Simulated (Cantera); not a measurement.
Input (Python, Cantera):

```python
import numpy as np
import cantera as ct

gas = ct.Solution("gri30.yaml")
gas.TPX = 1775, 530, {'CH4': 1, 'H2': 13}
reactor = ct.IdealGasConstPressureReactor(gas, energy="off", clone=False)
net = ct.ReactorNet([reactor])
net.rtol, net.atol = 1e-08, 1e-18
show = ['CH4', 'H2', 'C2H4', 'C2H', 'C2H2']
times = np.geomspace(4e-06, 100, 15)

steps = ct.SolutionArray(gas, extra=["t"])
rows = []
print(f"{'t/s':>10s}{'T/K':>9s}{'P/Pa':>11s}" + "".join(f"{s:>11s}" for s in show))
for t in times:
    while net.time < t:
        t_next = net.step()
        steps.append(gas.state, t=t_next)
    rows.append([np.interp(t, steps.t, y) for y in (steps.T, steps.P, *steps(*show).X.T)])
    print(f"{t:10.3e}{rows[-1][0]:9.1f}{rows[-1][1]:11.4g}" + "".join(f"{x:11.3e}" for x in rows[-1][2:]))
rate = np.gradient(steps.T, steps.t)
print("integrator steps:", len(steps.t))
if steps.T.max() > steps.T[0] + 200:
    print(f"time of steepest temperature rise: {steps.t[rate.argmax()]:.4e} s")
gas.TPX = 1775, 530, {'CH4': 1, 'H2': 13}
gas.equilibrate("TP")
print(f"equilibrium (TP): T = {gas.T:.1f} K  " + "  ".join(f"{s} {gas[s].X[0]:.3e}" for s in show))
```

It prints:

```
       t/s      T/K       P/Pa        CH4         H2       C2H4        C2H       C2H2
 4.000e-06   1775.0        530  7.143e-02  9.286e-01  7.080e-17  8.327e-31  1.988e-21
 1.350e-05   1775.0        530  7.143e-02  9.286e-01  1.741e-15  2.976e-28  1.481e-19
 4.559e-05   1775.0        530  7.143e-02  9.286e-01  1.130e-13  2.061e-25  2.672e-17
 1.539e-04   1775.0        530  7.142e-02  9.286e-01  1.030e-11  2.113e-22  8.197e-15
 5.197e-04   1775.0        530  7.141e-02  9.286e-01  6.703e-10  1.690e-19  1.989e-12
 1.755e-03   1775.0        530  7.137e-02  9.285e-01  3.082e-08  9.972e-17  3.506e-10
 5.924e-03   1775.0        530  7.124e-02  9.285e-01  1.201e-06  5.630e-14  5.880e-08
 2.000e-02   1775.0        530  7.070e-02  9.283e-01  3.735e-05  3.565e-11  1.095e-05
 6.752e-02   1775.0        530  6.623e-02  9.292e-01  3.617e-04  1.243e-08  1.195e-03
 2.280e-01   1775.0        530  4.252e-02  9.412e-01  2.527e-04  1.983e-07  1.236e-02
 7.697e-01   1775.0        530  1.557e-02  9.556e-01  4.538e-05  4.982e-07  2.560e-02
 2.599e+00   1775.0        530  3.409e-03  9.616e-01  7.433e-06  8.139e-07  3.157e-02
 8.773e+00   1775.0        530  6.447e-04  9.626e-01  4.812e-06  1.022e-06  3.294e-02
 2.962e+01   1775.0        530  1.605e-04  9.627e-01  4.695e-06  1.062e-06  3.318e-02
 1.000e+02   1775.0        530  6.999e-05  9.628e-01  4.693e-06  1.065e-06  3.323e-02
integrator steps: 1163
equilibrium (TP): T = 1775.0 K  CH4 6.357e-05  H2 9.628e-01  C2H4 4.693e-06  C2H 1.065e-06  C2H2 3.323e-02
```

Cantera simulation using GRI-Mech 3.0 (53 species, 325 reactions); the numbers are that mechanism's predictions, not measurements. GRI-Mech 3.0 stops at C3 and has no aromatics, soot or wall deposition, so with more carbon than oxygen in the feed, carbon stays in small species such as C2H2 where larger ones or solid carbon would form. Radical loss at walls, strong at low pressure, is not modelled.
